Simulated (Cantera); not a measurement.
A counterflow diffusion flame at 2.50 bar, nozzles 20 mm apart: fuel side CH₄ = 1 (molar parts) at 575 K, oxidiser side O₂ : N₂ = 0.18 : 0.82 (molar parts) at 375 K, fuel mass flux 0.58 times the oxidiser's; mixture-averaged transport, no radiation.

Detailed kinetics in Cantera: GRI-Mech 3.0 (53 species, 325 reactions). GRI-Mech 3.0 has no aromatics or soot, which form on the fuel side of real flames. The maximum strain rate includes the flame's own expansion and is several times the mean.

x: mole fraction; the columns are a selection and need not sum to one.

```json
[
 {"oxidiser flux (kg/m²/s)": "0.62", "max strain (1/s)": "159", "mean strain (1/s)": "34.9", "T max (K)": "2012", "peak x OH": "0.00409", "peak x H": "0.00153", "peak x NO": "0.000160", "peak x CO": "0.0313", "peak x C₂H₂": "0.0102"},
 {"oxidiser flux (kg/m²/s)": "0.88", "max strain (1/s)": "224", "mean strain (1/s)": "49.5", "T max (K)": "2001", "peak x OH": "0.00414", "peak x H": "0.00161", "peak x NO": "0.000147", "peak x CO": "0.0312", "peak x C₂H₂": "0.00904"},
 {"oxidiser flux (kg/m²/s)": "1.3", "max strain (1/s)": "(withheld)", "mean strain (1/s)": "73.2", "T max (K)": "1987", "peak x OH": "0.00417", "peak x H": "0.00170", "peak x NO": "(withheld)", "peak x CO": "0.0312", "peak x C₂H₂": "(withheld)"},
 {"oxidiser flux (kg/m²/s)": "1.8", "max strain (1/s)": "444", "mean strain (1/s)": "101", "T max (K)": "1972", "peak x OH": "0.00414", "peak x H": "0.00175", "peak x NO": "0.000111", "peak x CO": "0.0314", "peak x C₂H₂": "0.00676"},
 {"oxidiser flux (kg/m²/s)": "2.5", "max strain (1/s)": "(withheld)", "mean strain (1/s)": "141", "T max (K)": "1954", "peak x OH": "0.00403", "peak x H": "0.00178", "peak x NO": "(withheld)", "peak x CO": "0.0316", "peak x C₂H₂": "(withheld)"},
 {"oxidiser flux (kg/m²/s)": "3.6", "max strain (1/s)": "860", "mean strain (1/s)": "203", "T max (K)": "1925", "peak x OH": "0.00378", "peak x H": "0.00175", "peak x NO": "6.33e-5", "peak x CO": "0.0320", "peak x C₂H₂": "0.00448"},
 {"oxidiser flux (kg/m²/s)": "5", "max strain (1/s)": "1160", "mean strain (1/s)": "281", "T max (K)": "1885", "peak x OH": "0.00335", "peak x H": "0.00162", "peak x NO": "3.78e-5", "peak x CO": "0.0325", "peak x C₂H₂": "0.00323"}
]
```

Problem. Fill in the missing entries.

Solution. 
- 1.3, max strain (1/s): 326
- 1.3, peak x NO: 0.000129
- 1.3, peak x C₂H₂: 0.00776
- 2.5, max strain (1/s): 609
- 2.5, peak x NO: 8.97e-5
- 2.5, peak x C₂H₂: 0.00571
